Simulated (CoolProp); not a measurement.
Ethanol along the isobar 343 bar: fugacity coefficient from the reference equation and from simpler models built on Tc = 514.7 K, pc = 62.68 bar, ω = 0.644; each cubic takes its own stable root.

The numbers come from the reference Helmholtz-energy equation of state, Schroeder 2014 in CoolProp.

| T (K) | phase | reference |
|---|---|---|
| 339.2 | liquid | 0.003604 |
| 359.2 | liquid | 0.007709 |
| 379.3 | liquid | 0.01495 |
| 399.3 | liquid | 0.02652 |
| 419.4 | liquid | 0.04375 |
| 439.5 | liquid | 0.06761 |
| 459.5 | liquid | 0.09855 |
| 479.6 | liquid | 0.1369 |
| 499.6 | liquid | 0.1820 |
| 519.7 | supercritical | 0.2333 |
| 539.8 | supercritical | 0.2891 |
| 559.8 | supercritical | 0.3474 |
| 579.9 | supercritical | 0.4070 |
| 599.9 | supercritical | 0.4654 |
| 620 | supercritical | 0.5215 |

Problem. How far does each simpler model (van der Waals, Soave-Redlich-Kwong) lie from the reference over these 15 states: mean and median of the absolute difference, and the worst?

Solution. 
- van der Waals: mean 380.5 %, median 92.3 %, worst +2282.9 % at 339.2 K and 343 bar
- Soave-Redlich-Kwong: mean 15.0 %, median 14.7 %, worst +17.0 % at 399.3 K and 343 bar
